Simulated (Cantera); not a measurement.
**Moist CO burnout**

An isothermal, constant-pressure homogeneous reactor starts with 0.288 % CO, 0.328 % O₂, 0.0427 % H₂O, 99.3 % N₂, equivalence ratio 0.44, at 1275 K and 790000 Pa.

Model: GRI-Mech 3.0 (53 species, 325 reactions), integrated in Cantera.

```json
[
 {"t (s)": "0.000500", "x CO": "0.00288", "x O₂": "0.00328", "x H₂O": "0.000427", "x H₂O₂": "<1e-12", "x NO₂": "<1e-12", "x NO": "<1e-12", "x H": "2.34e-10"},
 {"t (s)": "0.00115", "x CO": "0.00288", "x O₂": "0.00328", "x H₂O": "0.000427", "x H₂O₂": "1.26e-12", "x NO₂": "<1e-12", "x NO": "<1e-12", "x H": "1.44e-9"},
 {"t (s)": "0.00263", "x CO": "0.00288", "x O₂": "0.00328", "x H₂O": "0.000427", "x H₂O₂": "4.31e-10", "x NO₂": "<1e-12", "x NO": "1.39e-12", "x H": "3.76e-8"},
 {"t (s)": "0.00602", "x CO": "0.00270", "x O₂": "0.00318", "x H₂O": "0.000422", "x H₂O₂": "1.32e-8", "x NO₂": "1.24e-10", "x NO": "1.98e-9", "x H": "5.98e-7"},
 {"t (s)": "0.0138", "x CO": "0.00207", "x O₂": "0.00287", "x H₂O": "0.000421", "x H₂O₂": "1.18e-8", "x NO₂": "2.04e-9", "x NO": "3.10e-8", "x H": "5.88e-7"},
 {"t (s)": "0.0316", "x CO": "0.00115", "x O₂": "0.00241", "x H₂O": "0.000423", "x H₂O₂": "6.89e-9", "x NO₂": "1.08e-8", "x NO": "1.45e-7", "x H": "3.75e-7"},
 {"t (s)": "0.0725", "x CO": "0.000374", "x O₂": "0.00202", "x H₂O": "0.000426", "x H₂O₂": "2.30e-9", "x NO₂": "3.44e-8", "x NO": "3.48e-7", "x H": "1.35e-7"},
 {"t (s)": "0.166", "x CO": "5.13e-5", "x O₂": "0.00186", "x H₂O": "0.000427", "x H₂O₂": "3.36e-10", "x NO₂": "6.29e-8", "x NO": "5.00e-7", "x H": "2.02e-8"},
 {"t (s)": "0.381", "x CO": "2.35e-6", "x O₂": "0.00184", "x H₂O": "0.000428", "x H₂O₂": "6.99e-11", "x NO₂": "3.73e-8", "x NO": "5.72e-7", "x H": "1.03e-9"},
 {"t (s)": "0.873", "x CO": "7.71e-8", "x O₂": "0.00184", "x H₂O": "0.000428", "x H₂O₂": "1.48e-11", "x NO₂": "1.02e-8", "x NO": "6.03e-7", "x H": "5.80e-11"},
 {"t (s)": "2.00", "x CO": "5.81e-9", "x O₂": "0.00184", "x H₂O": "0.000428", "x H₂O₂": "3.52e-12", "x NO₂": "2.83e-9", "x NO": "6.11e-7", "x H": "6.67e-12"}
]
```
x: mole fraction; the columns are a selection and need not sum to one.

Equilibrium at this temperature and pressure: CO 2.22e-9, O₂ 0.00182, H₂O 0.000428, H₂O₂ 2.32e-12, NO₂ 1.11e-7, NO 3.53e-5, H 3.72e-12 (gas phase only).
